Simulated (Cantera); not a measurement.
Cantera run, input and output.

```python
import numpy as np
import cantera as ct

gas = ct.Solution("gri30.yaml")
gas.TPX = 1425, 38000, {'CH4': 1, 'C2H6': 0.091, 'O2': 3.51, 'N2': 13.2}
reactor = ct.IdealGasReactor(gas, energy="on", clone=False)
net = ct.ReactorNet([reactor])
net.rtol, net.atol = 1e-08, 1e-16
show = ['CH4', 'C2H6', 'O2', 'H', 'HCN', 'H2O2']
times = np.geomspace(2e-06, 3, 12)

steps = ct.SolutionArray(gas, extra=["t"])
rows = []
print(f"{'t/s':>10s}{'T/K':>9s}{'P/Pa':>11s}" + "".join(f"{s:>11s}" for s in show))
for t in times:
    while net.time < t:
        t_next = net.step()
        steps.append(gas.state, t=t_next)
    rows.append([np.interp(t, steps.t, y) for y in (steps.T, steps.P, *steps(*show).X.T)])
    print(f"{t:10.3e}{rows[-1][0]:9.1f}{rows[-1][1]:11.4g}" + "".join(f"{x:11.3e}" for x in rows[-1][2:]))
rate = np.gradient(steps.T, steps.t)
print("integrator steps:", len(steps.t))
if steps.T.max() > steps.T[0] + 200:
    print(f"time of steepest temperature rise: {steps.t[rate.argmax()]:.4e} s")
gas.TPX = 1425, 38000, {'CH4': 1, 'C2H6': 0.091, 'O2': 3.51, 'N2': 13.2}
gas.equilibrate("UV")
print(f"equilibrium (UV): T = {gas.T:.1f} K  " + "  ".join(f"{s} {gas[s].X[0]:.3e}" for s in show))
```

It prints:

```
       t/s      T/K       P/Pa        CH4       C2H6         O2          H        HCN       H2O2
 2.000e-06   1425.0    3.8e+04  5.618e-02  5.111e-03  1.972e-01  3.247e-09  3.119e-20  1.182e-11
 7.286e-06   1425.0    3.8e+04  5.618e-02  5.108e-03  1.972e-01  1.087e-08  4.362e-19  1.700e-10
 2.654e-05   1424.8    3.8e+04  5.617e-02  5.097e-03  1.972e-01  5.370e-08  7.643e-18  3.305e-09
 9.670e-05   1424.4  3.799e+04  5.615e-02  5.049e-03  1.971e-01  3.338e-07  3.511e-16  8.235e-08
 3.523e-04   1425.7  3.803e+04  5.554e-02  4.746e-03  1.966e-01  3.869e-06  2.162e-13  1.219e-06
 1.283e-03   2597.3  7.153e+04  1.979e-17  4.618e-33  6.858e-02  6.221e-03  1.689e-11  1.616e-07
 4.675e-03   2654.5  7.273e+04  2.611e-17  4.723e-33  6.415e-02  4.377e-03  6.912e-11  2.216e-07
 1.703e-02   2647.5   7.25e+04  2.587e-17  4.632e-33  6.154e-02  4.239e-03  9.391e-11  2.150e-07
 6.205e-02   2647.3  7.249e+04  2.586e-17  4.630e-33  6.146e-02  4.235e-03  9.457e-11  2.148e-07
 2.260e-01   2647.3  7.249e+04  2.586e-17  4.630e-33  6.146e-02  4.235e-03  9.457e-11  2.148e-07
 8.235e-01   2647.3  7.249e+04  2.586e-17  4.630e-33  6.146e-02  4.235e-03  9.457e-11  2.148e-07
 3.000e+00   2647.3  7.249e+04  2.586e-17  4.630e-33  6.146e-02  4.235e-03  9.457e-11  2.148e-07
integrator steps: 1745
time of steepest temperature rise: 9.1463e-04 s
equilibrium (UV): T = 2647.3 K  CH4 3.669e-17  C2H6 8.931e-33  O2 6.146e-02  H 4.235e-03  HCN 9.457e-11  H2O2 2.148e-07
```

Cantera simulation using GRI-Mech 3.0 (53 species, 325 reactions); the numbers are that mechanism's predictions, not measurements.
